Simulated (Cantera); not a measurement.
# Si(CH₃)₄ + HCl + H₂ (silicon carbide growth)

Feed: 1 mol Si(CH₃)₄, 0.085 mol HCl, 96 mol H₂, held at 0.110 bar.

Cantera equilibrium calculation (NASA polynomials, part measured and part estimated; ideal gas, pure solids and liquids). Candidate condensed phases: C, C₆H₆, C₇H₈, C₈H₁₈, Si, SiC; 109 gas species. Gases not in the tables: Si₂H₆ and higher silanes. The numbers say what is thermodynamically allowed, not how fast it happens.

From 1975 K to 2425 K the condensed part is C(graphite) + SiC(s). At 2475 K the condensed part is C(graphite). The main Si-bearing gas is Si throughout. The share of Si in condensed phases is highest at 1975 K (99.8 %) and lowest at 2475 K (0.0 %).

| T (K) | x H₂ | x H | x C₂H₂ (acetylene) | x Si | x SiC₂ | x HCl | x Si₂C | x SiH | n C(graphite) | n SiC(s) |
|---|---|---|---|---|---|---|---|---|---|---|
| 1975 | 0.994 | 0.00411 | 0.000646 | 1.47e-5 | 5.40e-7 | 0.000828 | 3.61e-7 | 3.49e-6 | 2.86 | 0.998 |
| 2025 | 0.992 | 0.00578 | 0.000898 | 3.18e-5 | 1.48e-6 | 0.000826 | 9.67e-7 | 6.73e-6 | 2.82 | 0.995 |
| 2075 | 0.990 | 0.00799 | 0.00123 | 6.63e-5 | 3.84e-6 | 0.000824 | 2.47e-6 | 1.25e-5 | 2.75 | 0.990 |
| 2125 | 0.986 | 0.0109 | 0.00165 | 0.000134 | 9.55e-6 | 0.000821 | 6.00e-6 | 2.27e-5 | 2.67 | 0.980 |
| 2175 | 0.982 | 0.0146 | 0.00219 | 0.000261 | 2.27e-5 | 0.000816 | 1.40e-5 | 3.98e-5 | 2.58 | 0.961 |
| 2225 | 0.976 | 0.0193 | 0.00286 | 0.000493 | 5.20e-5 | 0.000811 | 3.15e-5 | 6.81e-5 | 2.46 | 0.926 |
| 2275 | 0.969 | 0.0252 | 0.00369 | 0.000906 | 0.000115 | 0.000804 | 6.81e-5 | 0.000114 | 2.34 | 0.862 |
| 2325 | 0.960 | 0.0325 | 0.00469 | 0.00162 | 0.000244 | 0.000794 | 0.000142 | 0.000185 | 2.20 | 0.748 |
| 2375 | 0.948 | 0.0414 | 0.00589 | 0.00283 | 0.000502 | 0.000783 | 0.000288 | 0.000295 | 2.07 | 0.546 |
| 2425 | 0.933 | 0.0521 | 0.00728 | 0.00483 | 0.00100 | 0.000767 | 0.000566 | 0.000460 | 1.98 | 0.195 |
| 2475 | 0.916 | 0.0649 | 0.00891 | 0.00601 | 0.00145 | 0.000753 | 0.000601 | 0.000524 | 1.70 | 0 |
x: gas mole fraction; n: condensed amount in mol.
